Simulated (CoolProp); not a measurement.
Saturated liquid density (kg/m³) of toluene: the reference equation beside estimates from Tc = 318.6 °C, pc = 41.26 bar, ω = 0.266. Rackett uses Z = 0.29056 − 0.08775 ω.

Values from CoolProp's reference Helmholtz-energy equation of state, Lemmon 2006. It is a short technical equation, of lower accuracy than the large ones.

```json
[
 {"T (°C)": "68.85", "reference": "820.6", "Rackett": "811.0", "van der Waals": "483.4", "Redlich-Kwong": "713.3", "Soave-Redlich-Kwong": "734.6"},
 {"T (°C)": "78.75", "reference": "811.0", "Rackett": "801.5", "van der Waals": "478.1", "Redlich-Kwong": "704.1", "Soave-Redlich-Kwong": "726.4"},
 {"T (°C)": "88.65", "reference": "801.3", "Rackett": "791.7", "van der Waals": "472.6", "Redlich-Kwong": "694.7", "Soave-Redlich-Kwong": "717.9"},
 {"T (°C)": "98.45", "reference": "791.5", "Rackett": "781.9", "van der Waals": "467.0", "Redlich-Kwong": "685.1", "Soave-Redlich-Kwong": "?"},
 {"T (°C)": "108.35", "reference": "781.4", "Rackett": "?", "van der Waals": "?", "Redlich-Kwong": "675.1", "Soave-Redlich-Kwong": "699.9"},
 {"T (°C)": "118.15", "reference": "771.3", "Rackett": "761.6", "van der Waals": "455.4", "Redlich-Kwong": "664.8", "Soave-Redlich-Kwong": "690.5"},
 {"T (°C)": "128.05", "reference": "760.9", "Rackett": "751.1", "van der Waals": "449.4", "Redlich-Kwong": "654.1", "Soave-Redlich-Kwong": "680.5"},
 {"T (°C)": "137.95", "reference": "?", "Rackett": "740.4", "van der Waals": "443.1", "Redlich-Kwong": "643.0", "Soave-Redlich-Kwong": "670.0"},
 {"T (°C)": "147.75", "reference": "739.5", "Rackett": "729.4", "van der Waals": "436.7", "Redlich-Kwong": "?", "Soave-Redlich-Kwong": "659.2"},
 {"T (°C)": "157.65", "reference": "728.3", "Rackett": "718.1", "van der Waals": "430.0", "Redlich-Kwong": "619.7", "Soave-Redlich-Kwong": "647.8"},
 {"T (°C)": "167.45", "reference": "?", "Rackett": "706.6", "van der Waals": "423.2", "Redlich-Kwong": "607.5", "Soave-Redlich-Kwong": "636.0"},
 {"T (°C)": "177.35", "reference": "705.1", "Rackett": "694.6", "van der Waals": "416.0", "Redlich-Kwong": "594.6", "Soave-Redlich-Kwong": "623.4"},
 {"T (°C)": "187.15", "reference": "692.9", "Rackett": "682.3", "van der Waals": "408.6", "Redlich-Kwong": "?", "Soave-Redlich-Kwong": "610.4"},
 {"T (°C)": "197.05", "reference": "680.2", "Rackett": "669.5", "van der Waals": "400.8", "Redlich-Kwong": "567.4", "Soave-Redlich-Kwong": "596.4"}
]
```

### Question
Fill in the missing entries.

### Answer

- 98.45, Soave-Redlich-Kwong: 709.1
- 108.35, Rackett: 771.8
- 108.35, van der Waals: 461.3
- 137.95, reference: 750.3
- 147.75, Redlich-Kwong: 631.7
- 167.45, reference: 716.9
- 187.15, Redlich-Kwong: 581.4

Absolute difference from the reference over all 14 rows, mean and median: Rackett 1.3 and 1.3 %, van der Waals 41.0 and 41.0 %, Redlich-Kwong 14.4 and 14.2 %, Soave-Redlich-Kwong 10.9 and 10.6 %.
